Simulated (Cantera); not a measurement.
Charge: 1 mol Si₃N₄, 38 mol Cl₂, equilibrated at 1202 °C and 43.0 Pa.

These are equilibrium values from Cantera (NASA tables, ideal gas, pure condensed phases), not measurements of a reactor. Candidate condensed phases: Si, Si₃N₄; 13 gas species. The tables' values for SiCl₃ are old estimates; treat these amounts as uncertain. Kinetics and transport are ignored.

Question: What is the equilibrium state?

Answer: 
| Quantity | Result |
|---|---|
| x(Cl) | 0.804 |
| x(Cl₂) | 0.115 |
| x(SiCl₄) | 0.0483 |
| x(N₂) | 0.0323 |
| x(SiCl₃) | 0.000147 |
| x(SiCl₂) | 1.52e-6 |
| gas amount | 61.90 mol |
| log10 activity of Si(s) (absent) | -12.72 |
